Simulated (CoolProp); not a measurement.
Vapour-liquid equilibrium of toluene (1) + n-octane (2) at 521.7 K; x and y are mole fractions of (1).

Values from CoolProp's multi-fluid Helmholtz-energy mixture model, Lemmon 2006 and Beckmüller 2019; pair parameters Bell 2016.

| x | bubble pressure, mixture model (kPa) | bubble pressure, Raoult's law (kPa) | y, mixture model | y, Raoult's law |
|---|---|---|---|---|
| 0.05 | 1287 | 1277 | 0.063 | 0.064 |
| 0.2 | … | 1334 | … | 0.245 |
| 0.35 | … | 1390 | 0.396 | 0.412 |
| 0.5 | … | 1447 | 0.542 | 0.565 |
| 0.65 | 1562 | 1504 | 0.680 | 0.707 |
| 0.8 | … | 1561 | … | 0.839 |
| 0.95 | … | 1618 | 0.953 | 0.961 |

Question: What belongs in the gaps?

Answer: 
- 0.2, bubble pressure, mixture model (kPa): 1370
- 0.2, y, mixture model: 0.238
- 0.35, bubble pressure, mixture model (kPa): 1445
- 0.5, bubble pressure, mixture model (kPa): 1509
- 0.8, bubble pressure, mixture model (kPa): 1603
- 0.8, y, mixture model: 0.815
- 0.95, bubble pressure, mixture model (kPa): 1631

The largest gap from Raoult's law is +4.3 % in bubble pressure, at x = 0.5. No azeotrope shows between x = 0.05 and 0.95.

Pair parameters are fitted to limited data, so mixtures are less certain than the pure fluids.
